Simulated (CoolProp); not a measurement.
Water along the isotherm 927.3 K: Z from the reference equation and from simpler models built on Tc = 647.1 K, pc = 22060 kPa, ω = 0.344; each cubic takes its own stable root.

Model: reference Helmholtz-energy equation of state, Wagner 2002, in CoolProp.

```csv
p (kPa),phase,reference
174,gas,0.9994
263,gas,0.9991
397,gas,0.9986
599,gas,0.9979
903,gas,0.9968
1360,gas,0.9951
2060,gas,0.9926
3100,gas,0.9888
4680,gas,0.9831
7060,gas,0.9744
10600,gas,0.9613
16100,gas,0.9407
24200,supercritical,0.9104
36600,supercritical,0.8651
55200,supercritical,0.8051
```

**Question.** How far does each simpler model (van der Waals, Redlich-Kwong, Soave-Redlich-Kwong, Peng-Robinson) lie from the reference over these 15 states: mean and median of the absolute difference, and the worst?

**Answer.** 
- van der Waals: mean 2.2 %, median 0.6 %, worst -10.4 % at 927.3 K and 55200 kPa
- Redlich-Kwong: mean 1.3 %, median 0.5 %, worst -4.4 % at 927.3 K and 36600 kPa
- Soave-Redlich-Kwong: mean 1.2 %, median 0.1 %, worst +9.6 % at 927.3 K and 55200 kPa
- Peng-Robinson: mean 0.6 %, median 0.2 %, worst +4.7 % at 927.3 K and 55200 kPa
